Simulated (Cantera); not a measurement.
# Transport properties of process gases

Gas mixture: C₂H₂ = 0.33 (molar parts), at 1.95 Torr, frozen composition.

Cantera's kinetic-theory transport with the Lennard-Jones parameters of GRI-Mech 3.0, ideal gas; thermal conductivity in the mixture-averaged form. The composition is frozen, though it would react at the higher temperatures.

```tsv
T (K)	ρ (kg/m³)	cp (J/kg/K)	μ (µPa s)	λ (mW/m/K)	Pr	D (cm²/s) O	D (cm²/s) NO	D (cm²/s) NH₃
400	0.00204	1931	13.6	35.7	0.734	167	108	114
600	0.00136	2232	18.9	57.2	0.737	337	219	246
800	0.00102	2436	23.4	77.7	0.734	549	358	415
1000	0.000814	2608	27.4	97.4	0.734	800	521	618
1200	0.000679	2752	31.1	116	0.734	1080	708	850
1400	0.000582	2870	34.5	135	0.734	1400	916	1110
1600	0.000509	2966	37.7	152	0.733	1750	1140	1390
```
D: mixture-averaged diffusion coefficient of that species in the mixture.
